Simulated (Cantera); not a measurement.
A freely propagating, adiabatic, planar premixed flame of H₂ : O₂ : N₂ = 1 : 0.357 : 1.36 (molar parts), equivalence ratio 1.4, unburnt at 475 K and 105 Torr; mixture-averaged transport, grid criteria slope 0.08 and curve 0.16, no radiation.

Model: the H2/O2 subset of GRI-Mech 3.0, which has no nitrogen chemistry, integrated in Cantera. Burning velocities carry a grid error of a few per cent, more on coarse grids.

### Question
Predict: laminar burning velocity; thermal thickness; peak x(H); peak x(O); peak x(H₂O₂); peak x(OH).

### Answer
```
Item                        Result
------------------------  --------
laminar burning velocity  459 cm/s
thermal thickness          5.47 mm
peak x(H)                    0.113
peak x(O)                  0.00890
peak x(H₂O₂)               4.81e-6
peak x(OH)                  0.0118
```
